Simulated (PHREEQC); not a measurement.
A PHREEQC input (ion-association model, phreeqc.dat):

```
SOLUTION 1
  temp 25
  units mg/L
  pH 8.01
  pe 8.7
  Na 7.48
  K 0.69
  Ca 28.6
  Mg 25.4
  Cl 17.8 charge
  Li 0.1 charge
  S(6) 96.5 as SO4
  Alkalinity 81 as HCO3
  Sr 0.0556
  Pb 0.915
END
USE solution 1
EQUILIBRIUM_PHASES 1
  CO2(g) -3.4 10
END
```

It stops with these messages:

```
ERROR: Charge balance specified for more than one species.
ERROR: Program terminating due to input errors.
```

The fault: two constituents marked charge. The line should read `Cl 17.8` where the input has `Cl 17.8 charge / Li 0.1 charge`. With the mend the run ends at pH 8.28 and ionic strength 0.00594 mol/kgw.
